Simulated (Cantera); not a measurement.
An isothermal, constant-pressure homogeneous reactor starts with H2 : O2 = 0.22 : 1 (molar parts), equivalence ratio 0.11, at 1275 K and 0.0132 atm.

Computed with Cantera and the H2/O2 subset of GRI-Mech 3.0, which has no nitrogen chemistry. Radical loss at walls, strong at low pressure, is not modelled. The temperature is held fixed by assumption; the heat of reaction is taken as removed at once.

One state of this run: x H2 = 0.00525; x O2 = 0.747; x OH = 0.00967; x O = 0.0462; x HO2 = 7.17e-6; x H2O2 = 2.90e-7. x: mole fraction; the columns are a selection and need not sum to one.

Task: Which value of t (s) does it belong to?
A) 0.00318
B) 0.000976
C) 0.357
D) 0.0103

Result: D, 0.0103
